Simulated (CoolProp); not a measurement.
Saturation properties of n-pentane.

Model: reference Helmholtz-energy equation of state, Thol 2019, in CoolProp.

```json
[
 {"T (K)": "271.9", "p (bar)": "0.2310", "liquid density (kg/m³)": "646.7", "liquid cp (kJ/(kg K))": "2.205", "surface tension (mN/m)": "18.4", "liquid viscosity (µPa s)": "234"},
 {"T (K)": "276.7", "p (bar)": "0.2868", "liquid density (kg/m³)": "642.1", "liquid cp (kJ/(kg K))": "2.224", "surface tension (mN/m)": "17.8", "liquid viscosity (µPa s)": "223"},
 {"T (K)": "281.6", "p (bar)": "0.3545", "liquid density (kg/m³)": "637.4", "liquid cp (kJ/(kg K))": "2.244", "surface tension (mN/m)": "17.3", "liquid viscosity (µPa s)": "212"},
 {"T (K)": "286.4", "p (bar)": "0.4328", "liquid density (kg/m³)": "632.8", "liquid cp (kJ/(kg K))": "2.264", "surface tension (mN/m)": "16.8", "liquid viscosity (µPa s)": "202"},
 {"T (K)": "291.3", "p (bar)": "0.5264", "liquid density (kg/m³)": "628.0", "liquid cp (kJ/(kg K))": "2.286", "surface tension (mN/m)": "16.2", "liquid viscosity (µPa s)": "193"},
 {"T (K)": "296.1", "p (bar)": "0.6331", "liquid density (kg/m³)": "623.2", "liquid cp (kJ/(kg K))": "2.307", "surface tension (mN/m)": "15.7", "liquid viscosity (µPa s)": "183"},
 {"T (K)": "301", "p (bar)": "0.7589", "liquid density (kg/m³)": "618.3", "liquid cp (kJ/(kg K))": "2.330", "surface tension (mN/m)": "15.1", "liquid viscosity (µPa s)": "175"},
 {"T (K)": "305.8", "p (bar)": "0.9006", "liquid density (kg/m³)": "613.5", "liquid cp (kJ/(kg K))": "2.352", "surface tension (mN/m)": "14.6", "liquid viscosity (µPa s)": "166"},
 {"T (K)": "310.7", "p (bar)": "1.066", "liquid density (kg/m³)": "608.4", "liquid cp (kJ/(kg K))": "2.376", "surface tension (mN/m)": "14.1", "liquid viscosity (µPa s)": "159"},
 {"T (K)": "315.5", "p (bar)": "1.250", "liquid density (kg/m³)": "603.5", "liquid cp (kJ/(kg K))": "2.399", "surface tension (mN/m)": "13.6", "liquid viscosity (µPa s)": "151"},
 {"T (K)": "320.4", "p (bar)": "1.462", "liquid density (kg/m³)": "598.3", "liquid cp (kJ/(kg K))": "2.424", "surface tension (mN/m)": "13.0", "liquid viscosity (µPa s)": "144"},
 {"T (K)": "325.2", "p (bar)": "1.696", "liquid density (kg/m³)": "593.2", "liquid cp (kJ/(kg K))": "2.449", "surface tension (mN/m)": "12.5", "liquid viscosity (µPa s)": "137"},
 {"T (K)": "330.1", "p (bar)": "1.964", "liquid density (kg/m³)": "587.9", "liquid cp (kJ/(kg K))": "2.475", "surface tension (mN/m)": "12.0", "liquid viscosity (µPa s)": "131"}
]
```

It boils at 309.2 K under 1 atm.

Viscosity comes from a separate model (Quiñones-Cisneros 2006), older than the equation that it now runs on, and unchecked against measurements. Surface tension comes from a separate correlation (Mulero 2012).
